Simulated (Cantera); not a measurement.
A perfectly stirred reactor is fed with CO : O₂ : H₂O : N₂ = 0.018 : 0.015 : 0.00047 : 1 (molar parts), equivalence ratio 0.60, at 2330 Torr; it is held at 1350 K, and followed from long to short residence time.

Cantera simulation using GRI-Mech 3.0 (53 species, 325 reactions); the numbers are that mechanism's predictions, not measurements.

Q: What does this change do: pressure from 2330 Torr to 3750 Torr?

A: 
```
quantity                 before     after
---------------------  --------  --------
x(CO) at τ = 0.500 s   0.000497  0.000465
x(O₂) at τ = 0.500 s    0.00609   0.00607
x(H₂O) at τ = 0.500 s  0.000452  0.000455
x(O) at τ = 0.500 s     1.84e-5   9.67e-6
x(NO) at τ = 0.500 s    1.04e-5   1.07e-5
x(CO) at τ = 9.90 ms    0.00563   0.00573
x(O₂) at τ = 9.90 ms    0.00856   0.00865
x(H₂O) at τ = 9.90 ms  0.000425  0.000438
x(O) at τ = 9.90 ms    0.000191   9.80e-5
x(NO) at τ = 9.90 ms    2.56e-6   2.67e-6
```

Q: What does this change do: 0.045 parts CH4 added?

A: 
```tsv
quantity	before	after
x(CO) at τ = 0.500 s	0.000497	0.0227
x(O₂) at τ = 0.500 s	0.00609	0.00292
x(H₂O) at τ = 0.500 s	0.000452	0.0116
x(O) at τ = 0.500 s	1.84e-5	4.06e-9
x(NO) at τ = 0.500 s	1.04e-5	2.21e-10
x(CO) at τ = 9.90 ms	0.00563	0.0167
x(O₂) at τ = 9.90 ms	0.00856	0.0138
x(H₂O) at τ = 9.90 ms	0.000425	0.000510
x(O) at τ = 9.90 ms	0.000191	7.62e-10
x(NO) at τ = 9.90 ms	2.56e-6	<1e-12
```

Q: What does this change do: 0.0017 parts CH4 added?

A: 
| quantity | before | after |
|---|---|---|
| x(CO) at τ = 0.500 s | 0.000497 | 0.000286 |
| x(O₂) at τ = 0.500 s | 0.00609 | 0.00267 |
| x(H₂O) at τ = 0.500 s | 0.000452 | 0.00375 |
| x(O) at τ = 0.500 s | 1.84e-5 | 8.86e-6 |
| x(NO) at τ = 0.500 s | 1.04e-5 | 3.36e-6 |
| x(CO) at τ = 9.90 ms | 0.00563 | 0.00318 |
| x(O₂) at τ = 9.90 ms | 0.00856 | 0.00413 |
| x(H₂O) at τ = 9.90 ms | 0.000425 | 0.00359 |
| x(O) at τ = 9.90 ms | 0.000191 | 0.000102 |
| x(NO) at τ = 9.90 ms | 2.56e-6 | 1.91e-6 |
